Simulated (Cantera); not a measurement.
Gas-phase reforming

An isothermal, constant-pressure homogeneous reactor starts with 54.3 % CH4, 20.1 % H2O, 25.5 % H2, at 1650 K and 1950 Torr.

Cantera simulation using GRI-Mech 3.0 (53 species, 325 reactions); the numbers are that mechanism's predictions, not measurements. GRI-Mech 3.0 stops at C3 and has no aromatics, soot or wall deposition, so with more carbon than oxygen in the feed, carbon stays in small species such as C2H2 where larger ones or solid carbon would form.

```
t (s)      x CH4    x H2O   x H2   x HO2    x CH2    x C2H4
--------  ------  -------  -----  ------  -------  --------
2.00e-5    0.543    0.201  0.256  <1e-12  1.18e-8   1.18e-5
5.73e-5    0.542    0.201  0.256  <1e-12  2.20e-8  0.000117
0.000164   0.538    0.201  0.258  <1e-12  3.37e-8  0.000808
0.000470   0.528    0.200  0.266  <1e-12  4.13e-8   0.00373
0.00135    0.497    0.196  0.289  <1e-12  3.96e-8   0.00849
0.00385    0.424    0.187  0.348  <1e-12  3.54e-8   0.00965
0.0110     0.304    0.170  0.446  <1e-12  3.00e-8   0.00948
0.0316     0.176    0.151  0.550  <1e-12  2.52e-8    0.0121
0.0906     0.104    0.132  0.615  <1e-12  2.19e-8    0.0143
0.259     0.0917    0.107  0.642  <1e-12  1.82e-8    0.0137
0.743     0.0879   0.0672  0.674  <1e-12  1.31e-8    0.0118
2.13      0.0820   0.0257  0.708  <1e-12  8.90e-9   0.00962
6.10      0.0779  0.00323  0.727  <1e-12  7.04e-9   0.00835
17.5      0.0772  1.84e-5  0.730  <1e-12  6.79e-9   0.00816
50.0      0.0772  3.52e-6  0.730  <1e-12  6.79e-9   0.00816
```
x: mole fraction; the columns are a selection and need not sum to one.

Equilibrium at this temperature and pressure: CH4 0.0772, H2O 3.56e-6, H2 0.730, HO2 <1e-12, CH2 6.79e-9, C2H4 0.00816 (gas phase only).
